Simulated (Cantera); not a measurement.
A Cantera script and its output.

```python
import numpy as np
import cantera as ct

gas = ct.Solution("h2o2.yaml")
gas.TPX = 700, 13332, {'H2': 1, 'O2': 0.179, 'N2': 0.661}
flame = ct.FreeFlame(gas, width=0.16)
flame.set_refine_criteria(ratio=3, slope=0.08, curve=0.16)
flame.transport_model = "unity-Lewis-number"
flame.solve(loglevel=0, auto=True)
z, T = flame.grid, flame.T
thick = (T[-1] - T[0]) / np.gradient(T, z).max()
show = ['H2', 'O2', 'O', 'H2O', 'H2O2', 'OH']
print(f"laminar burning velocity  {flame.velocity[0] * 100:.3f} cm/s")
print(f"burnt temperature         {T[-1]:.1f} K")
print(f"thermal thickness         {thick * 1e3:.4f} mm")
print(f"grid points               {len(z)}")
z0 = z[flame.heat_release_rate.argmax()]
print(f"{'z/mm':>9s}{'T/K':>9s}{'u/(m/s)':>9s}" + "".join(f"{s:>11s}" for s in show))
rows = []
for k in (-3, -2, -1.5, -1, -0.5, -0.25, 0, 0.25, 0.5, 1, 2, 4, 8):
    zz = z0 + k * thick
    rows.append([k * thick, np.interp(zz, z, T), np.interp(zz, z, flame.velocity),
                 *(np.interp(zz, z, flame.X[gas.species_index(s)]) for s in show)])
    print(f"{rows[-1][0] * 1e3:9.3f}{rows[-1][1]:9.1f}{rows[-1][2]:9.3f}" + "".join(f"{x:11.3e}" for x in rows[-1][3:]))
```

Output:

```
laminar burning velocity  549.289 cm/s
burnt temperature         2130.8 K
thermal thickness         6.3633 mm
grid points               129
     z/mm      T/K  u/(m/s)         H2         O2          O        H2O       H2O2         OH
  -19.090    700.0    5.493  5.435e-01  9.728e-02  3.656e-16  4.404e-11  2.984e-11  4.123e-17
  -12.727    700.0    5.493  5.435e-01  9.728e-02  4.217e-14  1.892e-09  3.063e-11  4.501e-15
   -9.545    700.0    5.493  5.435e-01  9.728e-02  3.119e-12  3.400e-08  4.222e-11  3.334e-13
   -6.363    700.0    5.493  5.435e-01  9.728e-02  1.376e-09  2.649e-06  8.677e-10  1.674e-10
   -3.182    707.3    5.547  5.425e-01  9.677e-02  3.697e-06  1.069e-03  9.467e-08  2.578e-06
   -1.591    798.2    6.227  5.241e-01  8.828e-02  1.655e-04  1.884e-02  7.716e-08  7.595e-05
    0.000   1110.9    8.527  3.890e-01  3.483e-02  1.969e-03  1.263e-01  6.720e-08  9.566e-04
    1.591   1316.5    9.990  3.046e-01  2.426e-03  8.411e-04  1.942e-01  3.480e-08  1.322e-03
    3.182   1403.8   10.584  3.062e-01  3.048e-04  5.623e-04  1.998e-01  3.415e-08  1.557e-03
    6.363   1507.9   11.277  3.167e-01  1.572e-04  5.318e-04  2.014e-01  3.499e-08  1.905e-03
   12.727   1623.9   12.034  3.289e-01  1.308e-04  4.661e-04  2.031e-01  2.920e-08  2.194e-03
   25.453   1741.8   12.786  3.413e-01  9.564e-05  3.560e-04  2.051e-01  1.934e-08  2.302e-03
   50.907   1851.9   13.472  3.528e-01  6.054e-05  2.339e-04  2.073e-01  1.079e-08  2.169e-03
```

Model: the H2/O2 subset of GRI-Mech 3.0, which has no nitrogen chemistry, integrated in Cantera. Unity Lewis numbers drop preferential diffusion, which matters most where H2 and H carry the flame. Burning velocities carry a grid error of a few per cent, more on coarse grids.
